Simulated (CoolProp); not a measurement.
Vapour-liquid equilibrium of ethanol (1) + n-nonane (2) at 1.24 bar; x and y are mole fractions of (1).

Computed with CoolProp (multi-fluid Helmholtz-energy mixture model, Schroeder 2014 and Lemmon 2006; pair parameters Bell 2016).

```csv
x,"bubble temperature, mixture model (°C)","bubble temperature, Raoult's law (°C)","y, mixture model","y, Raoult's law"
0.05,120.9,144.5,0.657,0.344
0.15,96.2,127.3,0.861,0.643
0.25,?,116.6,0.899,0.775
0.35,86.5,108.8,?,0.849
0.45,85.9,102.9,0.914,0.897
0.55,85.8,98.0,0.915,0.929
0.65,85.7,94.0,?,0.952
0.75,85.4,90.5,0.920,0.970
0.85,?,87.5,0.932,0.984
0.95,83.9,84.9,0.967,0.995
```

Question: Complete the blanks.

Answer: 
- 0.25, bubble temperature, mixture model (°C): 88.9
- 0.35, y, mixture model: 0.911
- 0.65, y, mixture model: 0.916
- 0.85, bubble temperature, mixture model (°C): 84.8

The largest gap from Raoult's law is -31.1 K in bubble temperature, at x = 0.15. No azeotrope shows between x = 0.05 and 0.95.

Pair parameters are fitted to limited data, so mixtures are less certain than the pure fluids. With so large a gap from Raoult's law the liquid may split in two, which this calculation doesn't test in full.
